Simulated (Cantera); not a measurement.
A Cantera script and its output.

```python
import numpy as np
import cantera as ct

gas = ct.Solution("gri30.yaml")


def delay(T, t_max=10):
    gas.TPX = T, 85000, {'CH4': 1, 'O2': 1.82, 'N2': 10.2, 'H2O': 2.1}
    reactor = ct.IdealGasConstPressureReactor(gas, clone=False)
    net = ct.ReactorNet([reactor])
    net.rtol, net.atol = 1e-8, 1e-16
    while net.time < t_max:
        t_old, T_old = net.time, reactor.T
        net.step()
        if reactor.T > T + 400:  # ignition: a rise of 400 K
            return t_old + (T + 400 - T_old) / (reactor.T - T_old) * (net.time - t_old)
    return np.nan


taus = []
for T in [1200, 1250, 1300, 1350, 1400, 1450]:
    taus.append(delay(T))
    print(f"T0 = {T:6g} K   tau = {taus[-1]:.4e} s")
```

Result:

```
T0 =   1200 K   tau = 1.1283e-01 s
T0 =   1250 K   tau = 5.7685e-02 s
T0 =   1300 K   tau = 3.0025e-02 s
T0 =   1350 K   tau = 1.5857e-02 s
T0 =   1400 K   tau = 8.5011e-03 s
T0 =   1450 K   tau = 4.6458e-03 s
```

Cantera simulation using GRI-Mech 3.0 (53 species, 325 reactions); the numbers are that mechanism's predictions, not measurements.
